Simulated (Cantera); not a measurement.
A perfectly stirred reactor is fed with C2H6 : N2 = 1 : 46 (molar parts), at 0.132 atm; it is held at 1975 K, and followed from long to short residence time.

Computed with Cantera and GRI-Mech 3.0 (53 species, 325 reactions). GRI-Mech 3.0 stops at C3 and has no aromatics, soot or wall deposition, so with more carbon than oxygen in the feed, carbon stays in small species such as C2H2 where larger ones or solid carbon would form.

One state of this run: x C2H6 = 0.000268; x CH4 = 0.00336; x C2H4 = 0.00110; x C2H = 1.03e-5; x H = 0.00117. x: mole fraction; the columns are a selection and need not sum to one.

Task: Which value of τ (s) does it belong to?
A) 0.0011
B) 0.00044
C) 0.048
D) 2.1

Result: A, 0.0011
